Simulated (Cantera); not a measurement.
A closed system holds: 1 mol (CH3)2SiCl2, 2.5 mol H2, held at 1.00 bar.

Equilibrium computed with Cantera from the NASA thermochemical tables; the gas is ideal and each condensed phase is pure. Candidate condensed phases: C, C6H6, C7H8, C8H18, Si, SiC; 109 gas species. The feed counts by its element totals alone. The tables' values for SiCl3, SiCl are old estimates; treat these amounts as uncertain. Gases not in the tables: Si2H6 and higher silanes. The numbers say what is thermodynamically allowed, not how fast it happens.

x: gas mole fraction; n: condensed amount in mol.

```tsv
T (K)	x H2	x HCl	x SiCl2	x H	n C(graphite)	n SiC(s)
1898	0.705	0.280	0.0111	___	1.08	0.917
1948	0.706	0.278	0.0126	___	1.08	0.909
1998	0.707	0.275	0.0140	___	1.09	0.900
2048	0.707	0.273	0.0155	___	1.10	0.891
2098	0.708	0.269	0.0170	___	1.10	0.882
2148	0.708	0.266	0.0186	___	1.11	0.872
2198	0.708	0.263	0.0201	___	1.11	0.862
2248	0.708	0.259	0.0216	___	1.12	0.851
```

Task: What belongs in the gaps?

Result: 
- 1898, x H: 0.000656
- 1948, x H: 0.000950
- 1998, x H: 0.00135
- 2048, x H: 0.00188
- 2098, x H: 0.00259
- 2148, x H: 0.00351
- 2198, x H: 0.00469
- 2248, x H: 0.00618
